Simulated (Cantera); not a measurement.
An isothermal, constant-pressure homogeneous reactor starts with NO : N2 = 1 : 3.8 (molar parts), at 1925 K and 0.230 bar. Integrator tolerance rtol = 1e-08.

Computed with Cantera and GRI-Mech 3.0 (53 species, 325 reactions).

Question: What does this change do: N2 3.8 to 6.6 parts?

Answer: 
```csv
quantity,before,after
x(NO) at 80.0 s,0.00486 (gas-phase equilibrium 0.00460),0.00407 (gas-phase equilibrium 0.00372)
x(O2) at 80.0 s,0.102 (gas-phase equilibrium 0.102),0.0636 (gas-phase equilibrium 0.0638)
x(O) at 80.0 s,0.000246 (gas-phase equilibrium 0.000246),0.000195 (gas-phase equilibrium 0.000195)
x(N2O) at 80.0 s,1.34e-7 (gas-phase equilibrium 1.33e-7),1.11e-7 (gas-phase equilibrium 1.10e-7)
x(NO2) at 80.0 s,3.18e-6 (gas-phase equilibrium 3.01e-6),2.11e-6 (gas-phase equilibrium 1.93e-6)
x(N2) at 80.0 s,0.893 (gas-phase equilibrium 0.893),0.932 (gas-phase equilibrium 0.932)
```
